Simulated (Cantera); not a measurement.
Mixture: CO : H₂ : CH₄ : O₂ : N₂ = 1 : 0.088 : 0.031 : 0.433 : 1.6 (molar parts), at 4.93 atm, adiabatic and at constant pressure. Ignition delay is the time to a rise of 400 K.

Computed with Cantera and GRI-Mech 3.0 (53 species, 325 reactions). Where the delays flatten at high temperature, the 400 K rule measures the pace of heat release, not the induction time.

Question: Predict: delay at 1175 K; delay at 1375 K; delay at 1575 K; delay at 1775 K; delay at 1975 K.

Answer: 
```json
{
  "delay at 1175 K": "90.4 µs",
  "delay at 1375 K": "16.5 µs",
  "delay at 1575 K": "8.13 µs",
  "delay at 1775 K": "5.63 µs",
  "delay at 1975 K": "4.73 µs"
}
```
